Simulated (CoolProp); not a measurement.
Diethyl ether along the isotherm 548 K: density (kg/m³) from the reference equation and from simpler models built on Tc = 467.9 K, pc = 3.717 MPa, ω = 0.282; each cubic takes its own stable root.

Model: reference Helmholtz-energy equation of state, Thol 2014, in CoolProp.

| p (MPa) | phase | reference | ideal gas | van der Waals |
|---|---|---|---|---|
| 0.0588 | gas | 0.9595 | 0.9565 | 0.9596 |
| 0.105 | gas | 1.717 | 1.708 | 1.718 |
| 0.186 | gas | 3.055 | 3.026 | 3.057 |
| 0.331 | gas | 5.479 | 5.385 | 5.484 |
| 0.588 | gas | 9.871 | 9.565 | 9.887 |
| 1.05 | gas | 18.10 | 17.08 | 18.16 |
| 1.86 | gas | 33.73 | 30.26 | 33.96 |
| 3.31 | gas | 66.74 | 53.85 | 68.15 |
| 5.88 | supercritical | 150.0 | 95.65 | 169.3 |
| 10.5 | supercritical | 327.0 | 170.8 | 293.5 |
| 18.6 | supercritical | 434.6 | 302.6 | 353.0 |
